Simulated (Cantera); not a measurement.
Charge: 1 mol Fe3O4, 1.6 mol H2, at 2075 K and 1.00 Torr.

These are equilibrium values from Cantera (NASA tables, ideal gas, pure condensed phases), not measurements of a reactor. Candidate condensed phases: Fe, FeO, Fe(OH)2, Fe(OH)3, Fe2O3, Fe3O4, H2O; 12 gas species. The tables' stoichiometric FeO is somewhat more stable than real wüstite, so its field is too wide. FeO: taken at fixed stoichiometry. Equilibrium is a limit: real reactors are often held back by kinetics, nucleation or transport.

Base state: H2O 0.627, H2 0.217, Fe 0.101, H 0.0340, OH 0.0112, FeO 0.00691, O2 0.00155, O 0.00126 (mole fractions); condensed: FeO(l).

### Question
What changes in the equilibrium state with this change: H2 from 1.6 to 4.9 mol?

### Answer
| species | before | after |
|---|---|---|
| H2O | 0.627 | 0.384 |
| H2 | 0.217 | 0.319 |
| Fe | 0.101 | 0.242 |
| OH | 0.0112 | 0.00566 |
| H | 0.0340 | 0.0412 |
| O2 | 0.00155 | 0.000269 |
| O | 0.00126 | 0.000524 |
| Fe(OH)2 | 0.000342 | 0.000209 |
| FeO(l), mol | 2.80 | 1.32 |

### Question
What changes in the equilibrium state with this change: H2 from 1.6 to 290 mol?

### Answer
```csv
species,before,after
H2,0.217,0.907
H,0.0340,0.0695
H2O,0.627,0.0131
Fe,0.101,0.00988
OH,0.0112,0.000114
Fe(OH)2,0.000342,3.47e-9
O2,0.00155,3.85e-8
"FeO(l), mol",2.80,0
```

### Question
What changes in the equilibrium state with this change: H2 from 1.6 to 4.3 mol?

### Answer
```
species       before     after
-----------  -------  --------
H2O            0.627     0.396
H2             0.217     0.316
Fe             0.101     0.232
OH            0.0112   0.00587
H             0.0340    0.0410
O2           0.00155  0.000293
O            0.00126  0.000546
FeO(l), mol     2.80      1.60
```
